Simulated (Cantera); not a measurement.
A closed system holds: 1 mol CaCl₂, 0.051 mol HCl, a varied amount of N₂, 5.2 mol H₂O, at 1650 °C and 0.350 Pa.

Cantera equilibrium calculation (NASA polynomials, part measured and part estimated; ideal gas, pure solids and liquids). Candidate condensed phases: Ca, CaCl₂, CaO, Ca(OH)₂, H₂O, NH₄Cl; 36 gas species. Condensed phases not in the tables: oxide chlorides. Kinetics and transport are ignored.

log p: log10 of the partial pressure in bar; n: condensed amount in mol.

| n(N₂) (mol) | log p N₂ | log p H | log p H₂O | log p H₂ | log p Cl | log p O | log p O₂ | log p HCl | log p OH | n CaO(s) |
|---|---|---|---|---|---|---|---|---|---|---|
| 18 | -5.65 | -6.44 | -6.59 | -6.83 | -6.87 | -7.00 | -7.12 | -7.14 | -7.26 | 0.623 |
| 22 | -5.62 | -6.47 | -6.67 | -6.89 | -6.92 | -7.02 | -7.17 | -7.22 | -7.32 | 0.592 |
| 27 | -5.60 | -6.50 | -6.76 | -6.96 | -6.98 | -7.05 | -7.22 | -7.31 | -7.37 | 0.551 |
| 33 | -5.58 | -6.54 | -6.86 | -7.03 | -7.03 | -7.07 | -7.27 | -7.40 | -7.44 | ___ |
| 40 | -5.56 | -6.57 | -6.95 | -7.10 | -7.09 | -7.10 | -7.32 | -7.49 | -7.50 | ___ |
| 49 | -5.55 | -6.61 | -7.06 | -7.18 | -7.15 | -7.13 | -7.37 | -7.59 | -7.56 | ___ |
| 60 | -5.54 | -6.66 | -7.18 | -7.26 | -7.21 | -7.15 | -7.43 | -7.69 | -7.63 | ___ |
| 74 | -5.53 | -6.70 | -7.30 | -7.36 | -7.28 | -7.18 | -7.48 | -7.81 | -7.71 | ___ |
| 91 | -5.52 | -6.75 | -7.43 | -7.45 | -7.34 | -7.22 | -7.56 | -7.92 | -7.79 | 0 |
| 110 | -5.51 | -6.80 | -7.56 | -7.54 | -7.39 | -7.26 | -7.63 | -8.01 | -7.88 | 0 |
| 140 | -5.50 | -6.86 | -7.73 | -7.66 | -7.46 | -7.31 | -7.74 | -8.15 | -7.99 | 0 |

Fill in the missing entries.


- 33, n CaO(s): 0.499
- 40, n CaO(s): 0.435
- 49, n CaO(s): 0.347
- 60, n CaO(s): 0.234
- 74, n CaO(s): 0.0820
